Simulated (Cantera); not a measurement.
SrCl2 + N2 (halide evaporation, hydrolysis and transport)

Input: 1 mol SrCl2, 8 mol N2, held at 75.0 Torr.

Equilibrium computed with Cantera from the NASA thermochemical tables; the gas is ideal and each condensed phase is pure. Candidate condensed phases: Sr, SrCl2; 7 gas species. The numbers say what is thermodynamically allowed, not how fast it happens.

```json
[
 {"T (K)": "700", "x N2": "1.00", "x SrCl2": "<1e-12", "x Cl": "<1e-12", "x SrCl": "<1e-12", "x Sr": "<1e-12", "n SrCl2(s)": "1.00", "n SrCl2(l)": "0"},
 {"T (K)": "775", "x N2": "1.00", "x SrCl2": "<1e-12", "x Cl": "<1e-12", "x SrCl": "<1e-12", "x Sr": "<1e-12", "n SrCl2(s)": "1.00", "n SrCl2(l)": "0"},
 {"T (K)": "850", "x N2": "1.00", "x SrCl2": "1.55e-11", "x Cl": "1.95e-10", "x SrCl": "<1e-12", "x Sr": "<1e-12", "n SrCl2(s)": "1.00", "n SrCl2(l)": "0"},
 {"T (K)": "925", "x N2": "1.00", "x SrCl2": "7.65e-10", "x Cl": "<1e-12", "x SrCl": "<1e-12", "x Sr": "<1e-12", "n SrCl2(s)": "1.00", "n SrCl2(l)": "0"},
 {"T (K)": "1000", "x N2": "1.00", "x SrCl2": "2.04e-8", "x Cl": "<1e-12", "x SrCl": "<1e-12", "x Sr": "<1e-12", "n SrCl2(s)": "1.00", "n SrCl2(l)": "0"},
 {"T (K)": "1075", "x N2": "1.00", "x SrCl2": "3.16e-7", "x Cl": "3.11e-12", "x SrCl": "3.11e-12", "x Sr": "<1e-12", "n SrCl2(s)": "1.000", "n SrCl2(l)": "0"},
 {"T (K)": "1150", "x N2": "1.000", "x SrCl2": "3.29e-6", "x Cl": "5.63e-11", "x SrCl": "5.62e-11", "x Sr": "<1e-12", "n SrCl2(s)": "0", "n SrCl2(l)": "1.000"},
 {"T (K)": "1225", "x N2": "1.000", "x SrCl2": "2.27e-5", "x Cl": "6.68e-10", "x SrCl": "6.73e-10", "x Sr": "<1e-12", "n SrCl2(s)": "0", "n SrCl2(l)": "1.000"},
 {"T (K)": "1300", "x N2": "1.000", "x SrCl2": "0.000122", "x Cl": "5.96e-9", "x SrCl": "5.94e-9", "x Sr": "6.84e-12", "n SrCl2(s)": "0", "n SrCl2(l)": "0.999"},
 {"T (K)": "1375", "x N2": "0.999", "x SrCl2": "0.000541", "x Cl": "4.13e-8", "x SrCl": "4.12e-8", "x Sr": "5.55e-11", "n SrCl2(s)": "0", "n SrCl2(l)": "0.996"},
 {"T (K)": "1450", "x N2": "0.998", "x SrCl2": "0.00202", "x Cl": "2.33e-7", "x SrCl": "2.32e-7", "x Sr": "3.63e-10", "n SrCl2(s)": "0", "n SrCl2(l)": "0.984"},
 {"T (K)": "1525", "x N2": "0.993", "x SrCl2": "0.00651", "x Cl": "1.10e-6", "x SrCl": "1.09e-6", "x Sr": "1.98e-9", "n SrCl2(s)": "0", "n SrCl2(l)": "0.948"},
 {"T (K)": "1600", "x N2": "0.981", "x SrCl2": "0.0186", "x Cl": "4.45e-6", "x SrCl": "4.43e-6", "x Sr": "9.20e-9", "n SrCl2(s)": "0", "n SrCl2(l)": "0.848"}
]
```
x: gas mole fraction; n: condensed amount in mol.

From 700 K to 1075 K the condensed part is SrCl2(s). From 1150 K to 1600 K the condensed part is SrCl2(l).
